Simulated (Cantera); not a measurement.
An adiabatic, constant-volume homogeneous reactor starts with 2.97 % C2H4, 15.9 % O2, 59.7 % N2, 21.4 % H2O, at 1123 K and 1.00 atm.

Cantera simulation using GRI-Mech 3.0 (53 species, 325 reactions); the numbers are that mechanism's predictions, not measurements. GRI-Mech 3.0 was tuned for natural gas; its chemistry of ethylene as a main component is partial and can be far from experiment.

Q: Predict: time of steepest temperature rise; temperature at 1.00 s; equilibrium temperature; x(O2) at 1.00 s; x(H2O) at 1.00 s; x(H2O2) at 1.00 s; x(HO2) at 1.00 s.

A: 
```json
{
 "time_of_steepest_temperature_rise": "3.73 ms",
 "temperature at 1.00 s": "2264 K",
 "equilibrium_temperature": "2264 K",
 "x(O2) at 1.00 s": "0.0657 (gas-phase equilibrium 0.0657)",
 "x(H2O) at 1.00 s": "0.268 (gas-phase equilibrium 0.268)",
 "x(H2O2) at 1.00 s": "3.97e-7 (gas-phase equilibrium 3.97e-7)",
 "x(HO2) at 1.00 s": "5.96e-6 (gas-phase equilibrium 5.96e-6)"
}
```
